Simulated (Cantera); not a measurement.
A Cantera script and what it prints.

```python
import numpy as np
import cantera as ct

gas_names = """
    B BN BO BO2 B2 B2O B2O2 B2O3 N NO NO2 NO3 N2 N2O O O2 O3
""".split()
cond_names = """
    B(b) B(L) BN(s) B2O3(L)
""".split()


# ... load() reads the species with a 1 bar reference pressure and builds the phases ...
atoms = {
    'B2O3': {'B': 2, 'O': 3},
    'O2': {'O': 2},
    'N2': {'N': 2},
}
top_T = {'BN(s)': 3200}  # K; cautious upper limits of use, not melting points


# ... equilibrate(T, P, feed) seeds the gas with the atoms and calls Mixture.equilibrate('TP', solver="vcs", rtol=1e-11, max_steps=5000) ...
results = []
feed = {'B2O3': 1, 'O2': 2.1, 'N2': 130}  # mol
P = 32000  # Pa
for T in [1125, 1200, 1275, 1350, 1425, 1500, 1575, 1650, 1725, 1800, 1875, 1950, 2025, 2100]:
    mix = equilibrate(T, P, feed)
    results.append((T, P, feed, dict(zip(mix.species_names, mix.species_moles))))
    x = sorted(zip(gas.X, gas.species_names), reverse=True)
    print(f"T = {T:g} K  P = {P:g} Pa  gas = {mix.phase_moles(0):.4g} mol")
    print("   x: " + "  ".join(f"{s} {v:.3e}" for v, s in x if v > 0.0001))
    print("   condensed (mol): " + ("  ".join(f"{mix.phase(i).name} {mix.phase_moles(i):.4g}"
          for i in range(1, mix.n_phases) if mix.phase_moles(i) > 1e-12) or "none"))
```

Result:

```
T = 1125 K  P = 32000 Pa  gas = 132.1 mol
   x: N2 9.841e-01  O2 1.588e-02
   condensed (mol): B2O3(L) 1
T = 1200 K  P = 32000 Pa  gas = 132.1 mol
   x: N2 9.841e-01  O2 1.587e-02
   condensed (mol): B2O3(L) 1
T = 1275 K  P = 32000 Pa  gas = 132.1 mol
   x: N2 9.841e-01  O2 1.585e-02  NO 1.029e-04
   condensed (mol): B2O3(L) 1
T = 1350 K  P = 32000 Pa  gas = 132.1 mol
   x: N2 9.840e-01  O2 1.581e-02  NO 1.661e-04
   condensed (mol): B2O3(L) 0.9997
T = 1425 K  P = 32000 Pa  gas = 132.1 mol
   x: N2 9.840e-01  O2 1.577e-02  NO 2.547e-04
   condensed (mol): B2O3(L) 0.9981
T = 1500 K  P = 32000 Pa  gas = 132.1 mol
   x: N2 9.838e-01  O2 1.571e-02  NO 3.739e-04
   condensed (mol): B2O3(L) 0.9904
T = 1575 K  P = 32000 Pa  gas = 132.1 mol
   x: N2 9.835e-01  O2 1.562e-02  NO 5.287e-04  B2O3 2.911e-04
   condensed (mol): B2O3(L) 0.9594
T = 1650 K  P = 32000 Pa  gas = 132.3 mol
   x: N2 9.826e-01  O2 1.549e-02  B2O3 1.087e-03  NO 7.230e-04
   condensed (mol): B2O3(L) 0.8497
T = 1725 K  P = 32000 Pa  gas = 132.6 mol
   x: N2 9.799e-01  O2 1.528e-02  B2O3 3.597e-03  NO 9.584e-04  BO2 2.725e-04
   condensed (mol): B2O3(L) 0.5049
T = 1800 K  P = 32000 Pa  gas = 133.1 mol
   x: N2 9.759e-01  O2 1.500e-02  B2O3 7.227e-03  NO 1.236e-03  BO2 5.704e-04
   condensed (mol): none
T = 1875 K  P = 32000 Pa  gas = 133.1 mol
   x: N2 9.757e-01  O2 1.476e-02  B2O3 7.106e-03  NO 1.566e-03  BO2 8.099e-04
   condensed (mol): none
T = 1950 K  P = 32000 Pa  gas = 133.1 mol
   x: N2 9.754e-01  O2 1.447e-02  B2O3 6.952e-03  NO 1.943e-03  BO2 1.114e-03
   condensed (mol): none
T = 2025 K  P = 32000 Pa  gas = 133.2 mol
   x: N2 9.751e-01  O2 1.413e-02  B2O3 6.762e-03  NO 2.365e-03  BO2 1.490e-03  O 1.700e-04
   condensed (mol): none
T = 2100 K  P = 32000 Pa  gas = 133.2 mol
   x: N2 9.747e-01  O2 1.373e-02  B2O3 6.533e-03  NO 2.830e-03  BO2 1.939e-03  O 2.880e-04
   condensed (mol): none
```

Cantera equilibrium calculation (NASA polynomials, part measured and part estimated; ideal gas, pure solids and liquids).
